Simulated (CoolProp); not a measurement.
Saturation properties of R1336mzz(Z) (Tc = 444.5 K, pc = 2904 kPa, ω = 0.386).

Computed with CoolProp (reference Helmholtz-energy equation of state, McLinden 2020).

```csv
T (K),p (kPa),liquid density (kg/m³),liquid cp (kJ/(kg K)),vapour Z
286.8,46.16,1394,1.197,0.9698
299.4,77.23,1361,1.223,0.9568
312,123.0,1328,1.250,0.9404
324.6,187.6,1293,1.277,0.9204
337.2,275.9,1256,1.306,0.8964
349.8,393.1,1218,1.337,0.8681
362.4,544.9,1177,1.373,0.8351
375,737.4,1132,1.416,0.7966
387.6,977.4,1083,1.470,0.7519
400.2,1272,1028,1.547,0.6996
412.9,1634,963.1,1.675,0.6363
425.5,2069,881.3,1.947,0.5572
```

It boils at 306.6 K under 1 atm.
